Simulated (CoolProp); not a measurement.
Vapour-liquid equilibrium of ethylbenzene (1) + o-xylene (2) at 297.3 K; x and y are mole fractions of (1).

Computed with CoolProp (multi-fluid Helmholtz-energy mixture model, Zhou 2012 and Zhou 2012; pair parameters Bell 2016).

Problem. Give the bubble pressure and the first vapour's composition at x = 0.425, 0.5, 0.875. Is there an azeotrope?

Solution. x = 0.425: 0.001022 MPa, y = 0.521; x = 0.5: 0.001051 MPa, y = 0.594; x = 0.875: 0.001182 MPa, y = 0.904. No azeotrope shows between x = 0.05 and 0.95.

Pair parameters are fitted to limited data, so mixtures are less certain than the pure fluids.
